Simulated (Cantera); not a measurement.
What does this Cantera script print?

```python
import numpy as np
import cantera as ct

gas = ct.Solution("SiF4_NH3_mec.yaml", "gas")
gas.TPX = 1775, 13332, {'NH3': 1, 'H2': 1.2}
reactor = ct.IdealGasConstPressureReactor(gas, energy="off", clone=False)
net = ct.ReactorNet([reactor])
net.rtol, net.atol = 1e-08, 1e-18
show = ['NH3', 'H2', 'N', 'N2H2', 'N2', 'N2H4', 'NH']
times = np.geomspace(0.0004, 7, 12)

steps = ct.SolutionArray(gas, extra=["t"])
rows = []
print(f"{'t/s':>10s}{'T/K':>9s}{'P/Pa':>11s}" + "".join(f"{s:>11s}" for s in show))
for t in times:
    while net.time < t:
        t_next = net.step()
        steps.append(gas.state, t=t_next)
    rows.append([np.interp(t, steps.t, y) for y in (steps.T, steps.P, *steps(*show).X.T)])
    print(f"{t:10.3e}{rows[-1][0]:9.1f}{rows[-1][1]:11.4g}" + "".join(f"{x:11.3e}" for x in rows[-1][2:]))
rate = np.gradient(steps.T, steps.t)
print("integrator steps:", len(steps.t))
if steps.T.max() > steps.T[0] + 200:
    print(f"time of steepest temperature rise: {steps.t[rate.argmax()]:.4e} s")
gas.TPX = 1775, 13332, {'NH3': 1, 'H2': 1.2}
gas.equilibrate("TP")
print(f"equilibrium (TP): T = {gas.T:.1f} K  " + "  ".join(f"{s} {gas[s].X[0]:.3e}" for s in show))
```

It prints:

```
       t/s      T/K       P/Pa        NH3         H2          N       N2H2         N2       N2H4         NH
 4.000e-04   1775.0  1.333e+04  4.545e-01  5.455e-01  8.303e-11  4.650e-09  1.593e-08  2.374e-10  2.020e-08
 9.723e-04   1775.0  1.333e+04  4.545e-01  5.454e-01  1.193e-09  3.176e-08  3.911e-07  1.402e-09  1.187e-07
 2.363e-03   1775.0  1.333e+04  4.544e-01  5.455e-01  1.463e-08  2.090e-07  7.685e-06  7.587e-09  6.351e-07
 5.744e-03   1775.0  1.333e+04  4.540e-01  5.456e-01  7.555e-08  7.693e-07  1.016e-04  2.324e-08  1.916e-06
 1.396e-02   1775.0  1.333e+04  4.527e-01  5.464e-01  9.598e-08  9.317e-07  5.134e-04  2.730e-08  2.250e-06
 3.394e-02   1775.0  1.333e+04  4.497e-01  5.484e-01  9.620e-08  9.238e-07  1.546e-03  2.708e-08  2.247e-06
 8.250e-02   1775.0  1.333e+04  4.425e-01  5.531e-01  9.648e-08  9.031e-07  4.017e-03  2.652e-08  2.239e-06
 2.005e-01   1775.0  1.333e+04  4.257e-01  5.641e-01  9.713e-08  8.553e-07  9.799e-03  2.522e-08  2.217e-06
 4.874e-01   1775.0  1.333e+04  3.884e-01  5.886e-01  9.851e-08  7.531e-07  2.263e-02  2.238e-08  2.164e-06
 1.185e+00   1775.0  1.333e+04  3.146e-01  6.371e-01  1.010e-07  5.655e-07  4.802e-02  1.697e-08  2.040e-06
 2.880e+00   1775.0  1.333e+04  1.993e-01  7.127e-01  1.036e-07  3.098e-07  8.767e-02  9.226e-09  1.770e-06
 7.000e+00   1775.0  1.333e+04  8.032e-02  7.907e-01  1.015e-07  9.661e-08  1.286e-01  2.659e-09  1.280e-06
integrator steps: 647
equilibrium (TP): T = 1775.0 K  NH3 1.244e-06  H2 8.431e-01  N 2.512e-11  N2H2 1.065e-14  N2 1.562e-01  N2H4 4.003e-18  NH 1.250e-10
```

Detailed kinetics in Cantera: the gas-phase N/H chemistry of the illustrative SiF4/NH3 mechanism in the Surface Chemkin manual (1991). Walls and surfaces, which speed up NH3 decomposition in real reactors, are not modelled.
